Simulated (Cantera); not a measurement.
Gas mixture: 100 % O₂, at 5.00 bar, frozen composition.

Cantera's kinetic-theory transport with the Lennard-Jones parameters of GRI-Mech 3.0, ideal gas; thermal conductivity in the mixture-averaged form.

D: mixture-averaged diffusion coefficient of that species in the mixture.

```
T (K)  ρ (kg/m³)  cp (J/kg/K)  μ (µPa s)  λ (mW/m/K)     Pr  D (cm²/s) NO  D (cm²/s) OH  D (cm²/s) CO₂
-----  ---------  -----------  ---------  ----------  -----  ------------  ------------  -------------
400         4.81        941.4       25.6        33.9  0.713        0.0687         0.108              ?
650         2.96         1017       36.0        51.6  0.709         0.157         0.246              ?
900         2.14         1074       44.7        67.6  0.710         0.272         0.425              ?
1150        1.67         1109       52.5        82.2  0.708         0.409         0.639              ?
1400        1.37         1134       59.7        95.7  0.707         0.568         0.885              ?
1650        1.17         1155       66.4         108  0.707         0.745          1.16              ?
1900        1.01         1174       72.7         121  0.707         0.942          1.47              ?
2150       0.895         1192       78.8         133  0.707          1.16          1.80              ?
2400       0.802         1209       84.6         145  0.707          1.39          2.16              ?
```

Problem. Some entries are withheld; supply them.

Solution. 
- 400, D (cm²/s) CO₂: 0.0535
- 650, D (cm²/s) CO₂: 0.126
- 900, D (cm²/s) CO₂: 0.220
- 1150, D (cm²/s) CO₂: 0.332
- 1400, D (cm²/s) CO₂: 0.462
- 1650, D (cm²/s) CO₂: 0.608
- 1900, D (cm²/s) CO₂: 0.769
- 2150, D (cm²/s) CO₂: 0.945
- 2400, D (cm²/s) CO₂: 1.13
